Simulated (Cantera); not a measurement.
## Low-pressure radical oxidation in H2/O2

An isothermal, constant-pressure homogeneous reactor starts with H2 : O2 = 0.12 : 1 (molar parts), at 1000 K and 0.0132 atm.

Cantera simulation using the H2/O2 subset of GRI-Mech 3.0, which has no nitrogen chemistry; the numbers are that mechanism's predictions, not measurements. Radical loss at walls, strong at low pressure, is not modelled. The temperature is held fixed by assumption; the heat of reaction is taken as removed at once.

```
t (s)        x H2   x O2     x H2O       x O    x H2O2
--------  -------  -----  --------  --------  --------
2.00e-6     0.107  0.893    <1e-12    <1e-12    <1e-12
1.14e-5     0.107  0.893    <1e-12    <1e-12    <1e-12
6.45e-5     0.107  0.893  4.57e-12  1.13e-11    <1e-12
0.000367    0.107  0.893  4.53e-10  3.28e-10    <1e-12
0.00208     0.107  0.893   2.05e-6   9.42e-7  8.18e-12
0.0118    0.00236  0.864     0.101    0.0182   2.13e-7
0.0672    8.68e-5  0.886     0.113  0.000693   1.82e-7
0.382     2.31e-6  0.887     0.113   2.17e-5   5.70e-8
2.17      1.31e-7  0.887     0.113   1.58e-6   1.30e-8
12.3      1.40e-8  0.887     0.113   1.90e-7   2.87e-9
70.0      2.00e-9  0.887     0.113   2.82e-8  5.82e-10
```
x: mole fraction; the columns are a selection and need not sum to one.

Equilibrium at this temperature and pressure: H2 9.16e-11, O2 0.887, H2O 0.113, O 1.29e-9, H2O2 3.47e-11 (gas phase only).
